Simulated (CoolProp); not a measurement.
Properties of n-undecane at several states (Tc = 365.7 °C, pc = 1.990 MPa, ω = 0.539).

The numbers come from the reference Helmholtz-energy equation of state, Aleksandrov 2011 in CoolProp. It is a short technical equation, of lower accuracy than the large ones.

| T (°C) | p (MPa) | phase | density (kg/m³) | cp (kJ/(kg K)) | Joule-Thomson coefficient (K/MPa) | fugacity coefficient |
|---|---|---|---|---|---|---|
| 333.85 | 0.156 | gas | 5.021 | 2.892 | 10.30 | 0.9635 |
| 4.45 | 0.258 | liquid | 752.3 | 2.152 | -0.4423 | 4.122e-5 |
| 70.95 | 0.0115 | liquid | 701.4 | 2.376 | -0.3748 | 0.09460 |
| -7.65 | 1.69 | liquid | 762.6 | 2.118 | -0.4528 | 2.248e-6 |
